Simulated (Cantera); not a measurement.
Hydrocarbon pyrolysis for carbon deposition

An isothermal, constant-pressure homogeneous reactor starts with 4.55 % CH₄, 95.5 % N₂, at 1623 K and 0.0263 atm.

Computed with Cantera and GRI-Mech 3.0 (53 species, 325 reactions). GRI-Mech 3.0 stops at C3 and has no aromatics, soot or wall deposition, so with more carbon than oxygen in the feed, carbon stays in small species such as C2H2 where larger ones or solid carbon would form. Radical loss at walls, strong at low pressure, is not modelled.

| t (s) | x CH₄ | x C₂H₄ | x CH₃ | x CH₂ | x C₂H₂ | x C₂H | x H₂ |
|---|---|---|---|---|---|---|---|
| 0.000800 | 0.0454 | 9.63e-10 | 6.22e-6 | 5.77e-11 | 1.54e-12 | <1e-12 | 3.05e-6 |
| 0.00211 | 0.0454 | 1.96e-8 | 1.66e-5 | 3.36e-10 | 8.58e-11 | <1e-12 | 8.30e-6 |
| 0.00558 | 0.0454 | 3.71e-7 | 4.40e-5 | 2.09e-9 | 4.44e-9 | <1e-12 | 2.28e-5 |
| 0.0147 | 0.0453 | 6.70e-6 | 0.000115 | 1.32e-8 | 2.25e-7 | 1.31e-12 | 7.22e-5 |
| 0.0389 | 0.0449 | 0.000111 | 0.000291 | 7.71e-8 | 1.15e-5 | 8.31e-11 | 0.000407 |
| 0.103 | 0.0413 | 0.00117 | 0.000596 | 3.12e-7 | 0.000539 | 2.79e-9 | 0.00428 |
| 0.271 | 0.0277 | 0.00126 | 0.000505 | 3.55e-7 | 0.00700 | 2.72e-8 | 0.0238 |
| 0.717 | 0.0140 | 0.000228 | 0.000272 | 2.23e-7 | 0.0147 | 5.53e-8 | 0.0446 |
| 1.89 | 0.00508 | 3.47e-5 | 0.000119 | 1.26e-7 | 0.0192 | 8.54e-8 | 0.0577 |
| 5.00 | 0.00140 | 6.21e-6 | 4.08e-5 | 5.48e-8 | 0.0210 | 1.15e-7 | 0.0631 |
x: mole fraction; the columns are a selection and need not sum to one.

Equilibrium at this temperature and pressure: CH₄ 7.37e-6, C₂H₄ 7.01e-7, CH₃ 2.50e-7, CH₂ 3.99e-10, C₂H₂ 0.00446, C₂H 2.83e-8, H₂ 0.0651 (gas phase only).
